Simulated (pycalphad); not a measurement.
Computed with pycalphad from the COST 507 light-alloy database (1999), at 1 atm. The database dates from 1999; later assessments differ in places, in temperatures and in the compounds included. Amounts are mole fractions of atoms.

Question: Give the equilibrium state of Al-6.548C (wt.%) at 1500 K.

Answer: 
```
T = 1500.00 K, P = 101325 Pa, N = 1 mol of atoms
G = -80929 J/mol, H = 31128 J/mol, S = 74.70 J/(mol K)  (SER reference)
chemical potentials (J/mol): Al -82925, C -68249
phase             fraction      x(Al)       x(C)
LIQUID              0.6829     0.9999   0.000122
AL4C3               0.3171     0.5714     0.4286
```

Question: Give the equilibrium state of Al-6.548C (wt.%) at 650 K.

Answer: 
```
T = 650.00 K, P = 101325 Pa, N = 1 mol of atoms
G = -28786 J/mol, H = -1260 J/mol, S = 42.35 J/(mol K)  (SER reference)
chemical potentials (J/mol): Al -22376, C -69510
phase             fraction      x(Al)       x(C)
FCC_A1              0.6827     1.0000   3.03e-14
AL4C3               0.3173     0.5714     0.4286
```

Database names, with the compositions (at.%) that they take in these runs: AL4C3: Al 57 C 43. FCC_A1 is fcc.
